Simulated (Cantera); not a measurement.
An isothermal, constant-pressure homogeneous reactor starts with NO : N2 = 1 : 0.11 (molar parts), at 1850 K and 0.0360 bar.

Model: GRI-Mech 3.0 (53 species, 325 reactions), integrated in Cantera. Radical loss at walls, strong at low pressure, is not modelled.

Predict: x(NO) at 40.0 s; x(N2O) at 40.0 s; x(N2) at 40.0 s; x(O2) at 40.0 s; x(NO2) at 40.0 s; x(O) at 40.0 s.


```
Property                                             Result
----------------  -----------------------------------------
x(NO) at 40.0 s       0.242 (gas-phase equilibrium 0.00598)
x(N2O) at 40.0 s    1.57e-5 (gas-phase equilibrium 5.39e-8)
x(N2) at 40.0 s         0.428 (gas-phase equilibrium 0.546)
x(O2) at 40.0 s         0.329 (gas-phase equilibrium 0.447)
x(NO2) at 40.0 s   0.000129 (gas-phase equilibrium 3.75e-6)
x(O) at 40.0 s    0.000595 (gas-phase equilibrium 0.000684)
```
